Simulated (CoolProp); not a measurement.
Vapour-liquid equilibrium of methanol (1) + benzene (2) at 404.3 K; x and y are mole fractions of (1).

Computed with CoolProp (multi-fluid Helmholtz-energy mixture model, de Reuck 1993 and Thol 2012; pair parameters Bell 2016).

Problem. Give the bubble pressure and the first vapour's composition at x = 0.125, 0.425, 0.875. Is there an azeotrope?

Solution. x = 0.125: 641.3 kPa, y = 0.410; x = 0.425: 839.9 kPa, y = 0.610; x = 0.875: 894.7 kPa, y = 0.861. y crosses x between x = 0.725 and 0.8: the model has an azeotrope there.

The pair parameters rest on a limited set of measurements; away from them the model extrapolates.
